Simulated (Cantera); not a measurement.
Feed: 1 mol CH3SiCl3, 0.057 mol C3H8, 1.2 mol H2, 0.092 mol C2H2, held at 0.100 bar.

Cantera equilibrium calculation (NASA polynomials, part measured and part estimated; ideal gas, pure solids and liquids). Candidate condensed phases: C, C6H6, C7H8, C8H18, Si, SiC; 109 gas species. The feed counts by its element totals alone. The tables' values for SiCl, SiCl3 are old estimates; treat these amounts as uncertain. Gases not in the tables: Si2H6 and higher silanes. Rates play no part.

x: gas mole fraction; n: condensed amount in mol.

```json
[
 {"T (°C)": "650", "x H2": "0.723", "x HCl": "0.0881", "x SiCl4": "0.171", "x SiCl2": "2.89e-6", "x H": "6.58e-10", "x Cl": "7.73e-11", "x Si": "<1e-12", "x SiCl": "<1e-12", "x CH4": "0.0122", "x SiCl3": "0.000111", "n C(graphite)": "0.980", "n SiC(s)": "0.329"},
 {"T (°C)": "800", "x H2": "0.654", "x HCl": "0.204", "x SiCl4": "0.134", "x SiCl2": "8.77e-5", "x H": "3.58e-8", "x Cl": "1.01e-8", "x Si": "<1e-12", "x SiCl": "<1e-12", "x CH4": "0.00197", "x SiCl3": "0.000856", "n C(graphite)": "0.902", "n SiC(s)": "0.446"},
 {"T (°C)": "950", "x H2": "0.556", "x HCl": "0.346", "x SiCl4": "0.0889", "x SiCl2": "0.00101", "x H": "7.09e-7", "x Cl": "3.80e-7", "x Si": "<1e-12", "x SiCl": "1.20e-10", "x CH4": "0.000412", "x SiCl3": "0.00336", "n C(graphite)": "0.756", "n SiC(s)": "0.597"},
 {"T (°C)": "1100", "x H2": "0.467", "x HCl": "0.469", "x SiCl4": "0.0467", "x SiCl2": "0.00575", "x H": "7.20e-6", "x Cl": "5.99e-6", "x Si": "1.64e-11", "x SiCl": "8.48e-9", "x CH4": "0.000110", "x SiCl3": "0.00761", "n C(graphite)": "0.625", "n SiC(s)": "0.730"},
 {"T (°C)": "1250", "x H2": "0.415", "x HCl": "0.538", "x SiCl4": "0.0175", "x SiCl2": "0.0181", "x H": "4.71e-5", "x Cl": "4.90e-5", "x Si": "1.44e-9", "x SiCl": "2.28e-7", "x CH4": "3.96e-5", "x SiCl3": "0.0103", "n C(graphite)": "0.565", "n SiC(s)": "0.790"},
 {"T (°C)": "1400", "x H2": "0.400", "x HCl": "0.549", "x SiCl4": "0.00484", "x SiCl2": "0.0363", "x H": "0.000228", "x Cl": "0.000244", "x Si": "5.58e-8", "x SiCl": "2.98e-6", "x CH4": "1.94e-5", "x SiCl3": "0.00917", "n C(graphite)": "0.583", "n SiC(s)": "0.772"},
 {"T (°C)": "1550", "x H2": "0.405", "x HCl": "0.529", "x SiCl4": "0.00123", "x SiCl2": "0.0553", "x H": "0.000872", "x Cl": "0.000869", "x Si": "1.18e-6", "x SiCl": "2.35e-5", "x CH4": "1.17e-5", "x SiCl3": "0.00664", "n C(graphite)": "0.640", "n SiC(s)": "0.714"},
 {"T (°C)": "1700", "x H2": "0.417", "x HCl": "0.499", "x SiCl4": "[?]", "x SiCl2": "[?]", "x H": "[?]", "x Cl": "[?]", "x Si": "[?]", "x SiCl": "0.000130", "x CH4": "[?]", "x SiCl3": "0.00454", "n C(graphite)": "[?]", "n SiC(s)": "[?]"},
 {"T (°C)": "1850", "x H2": "0.427", "x HCl": "0.466", "x SiCl4": "[?]", "x SiCl2": "[?]", "x H": "[?]", "x Cl": "[?]", "x Si": "[?]", "x SiCl": "0.000548", "x CH4": "[?]", "x SiCl3": "0.00307", "n C(graphite)": "0.771", "n SiC(s)": "[?]"},
 {"T (°C)": "2000", "x H2": "0.433", "x HCl": "0.429", "x SiCl4": "3.39e-5", "x SiCl2": "0.102", "x H": "0.0175", "x Cl": "0.0125", "x Si": "0.000973", "x SiCl": "0.00187", "x CH4": "4.23e-6", "x SiCl3": "0.00208", "n C(graphite)": "0.830", "n SiC(s)": "0.508"},
 {"T (°C)": "2150", "x H2": "0.427", "x HCl": "0.386", "x SiCl4": "1.19e-5", "x SiCl2": "0.109", "x H": "0.0366", "x Cl": "0.0236", "x Si": "0.00521", "x SiCl": "0.00536", "x CH4": "3.11e-6", "x SiCl3": "0.00139", "n C(graphite)": "0.893", "n SiC(s)": "0.418"},
 {"T (°C)": "2300", "x H2": "0.399", "x HCl": "0.330", "x SiCl4": "4.10e-6", "x SiCl2": "0.108", "x H": "0.0686", "x Cl": "0.0399", "x Si": "0.0228", "x SiCl": "0.0130", "x CH4": "2.13e-6", "x SiCl3": "0.000869", "n C(graphite)": "1.01", "n SiC(s)": "0.196"}
]
```

Q: Complete the blanks.

A: 
- 1850, x SiCl4: 0.000102
- 1850, x SiCl2: 0.0891
- 1850, x H: 0.00742
- 1850, x Cl: 0.00593
- 1850, x Si: 0.000143
- 1850, x CH4: 5.70e-6
- 1850, n SiC(s): 0.577
- 1700, x SiCl4: 0.000336
- 1700, x SiCl2: 0.0733
- 1700, x H: 0.00275
- 1700, x Cl: 0.00247
- 1700, x Si: 1.56e-5
- 1700, x CH4: 7.93e-6
- 1700, n C(graphite): 0.707
- 1700, n SiC(s): 0.646
